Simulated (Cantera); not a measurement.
A perfectly stirred reactor is fed with C2H6 : O2 : N2 : H2O = 1 : 3.5 : 13.2 : 2.9 (molar parts), at 101000 Pa; it is adiabatic with a 400 K inlet, and is followed from long to short residence time, starting on the burning branch (τ in s: 0.27, 0.088, 0.029, 0.0093, 0.003, 0.00099, 0.00032, 0.0001, 3.4e-05).

Detailed kinetics in Cantera: GRI-Mech 3.0 (53 species, 325 reactions).

Q: What does this change do: pressure from 101000 Pa to 560000 Pa?

A: 
| quantity | before | after |
|---|---|---|
| blow-out, bracketed by the residence times tried | burning at 0.320 ms, out at 0.100 ms | burning at 0.100 ms, out at 34.0 µs |
| x(C2H6) at τ = 0.270 s | 1.60e-7 | 5.32e-8 |
| x(O2) at τ = 0.270 s | 0.00408 | 0.00210 |
| x(H2O) at τ = 0.270 s | 0.273 | 0.276 |
| x(HO2) at τ = 0.270 s | 4.77e-7 | 4.04e-7 |
| x(OH) at τ = 0.270 s | 0.00234 | 0.00126 |
| x(C2H6) at τ = 3.00 ms | 8.75e-6 | 3.52e-6 |
| x(O2) at τ = 3.00 ms | 0.0118 | 0.00571 |
| x(H2O) at τ = 3.00 ms | 0.260 | 0.271 |
| x(HO2) at τ = 3.00 ms | 4.11e-6 | 3.19e-6 |
| x(OH) at τ = 3.00 ms | 0.00543 | 0.00256 |

Q: What does this change do: inlet temperature 400 to 650 K?

A: 
| quantity | before | after |
|---|---|---|
| blow-out, bracketed by the residence times tried | burning at 0.320 ms, out at 0.100 ms | burning at 0.100 ms, out at 34.0 µs |
| x(C2H6) at τ = 0.270 s | 1.60e-7 | 7.09e-8 |
| x(O2) at τ = 0.270 s | 0.00408 | 0.00579 |
| x(H2O) at τ = 0.270 s | 0.273 | 0.269 |
| x(HO2) at τ = 0.270 s | 4.77e-7 | 7.72e-7 |
| x(OH) at τ = 0.270 s | 0.00234 | 0.00394 |
| x(C2H6) at τ = 3.00 ms | 8.75e-6 | 5.23e-6 |
| x(O2) at τ = 3.00 ms | 0.0118 | 0.0130 |
| x(H2O) at τ = 3.00 ms | 0.260 | 0.257 |
| x(HO2) at τ = 3.00 ms | 4.11e-6 | 3.25e-6 |
| x(OH) at τ = 3.00 ms | 0.00543 | 0.00730 |
